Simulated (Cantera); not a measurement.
**Pyrogenic steam for wet oxidation**

A perfectly stirred reactor is fed with H2 : O2 : N2 : H2O = 0.53 : 1 : 4.8 : 0.46 (molar parts), equivalence ratio 0.27, at 390 Torr; it is held at 1050 K, and followed from long to short residence time.

Model: GRI-Mech 3.0 (53 species, 325 reactions), integrated in Cantera. The temperature is held fixed by assumption; the heat of reaction is taken as removed at once.

```
τ (s)       x H2   x O2   x H2O2       x O     x NO      x OH    x N2O
------  --------  -----  -------  --------  -------  --------  -------
0.79    0.000755  0.113  4.08e-6   6.09e-6  5.87e-9   1.48e-5  2.19e-7
0.51    0.000953  0.113  4.96e-6   8.48e-6  5.62e-9   1.81e-5  2.01e-7
0.33     0.00119  0.113  5.76e-6   1.17e-5  5.54e-9   2.22e-5  1.83e-7
0.21     0.00148  0.113  6.43e-6   1.64e-5  5.71e-9   2.78e-5  1.65e-7
0.13     0.00184  0.113  6.89e-6   2.32e-5  6.26e-9   3.57e-5  1.47e-7
0.086    0.00221  0.114  7.09e-6   3.11e-5  7.12e-9   4.44e-5  1.32e-7
0.055    0.00270  0.114  7.11e-6   4.26e-5  8.57e-9   5.65e-5  1.17e-7
0.035    0.00328  0.114  6.98e-6   5.81e-5  1.07e-8   7.22e-5  1.03e-7
0.023    0.00394  0.114  6.76e-6   7.71e-5  1.34e-8   9.06e-5  9.03e-8
0.015    0.00474  0.115  6.49e-6  0.000102  1.71e-8  0.000114  7.86e-8
0.0094   0.00580  0.115  6.16e-6  0.000137  2.22e-8  0.000146  6.70e-8
```
x: mole fraction; the columns are a selection and need not sum to one.
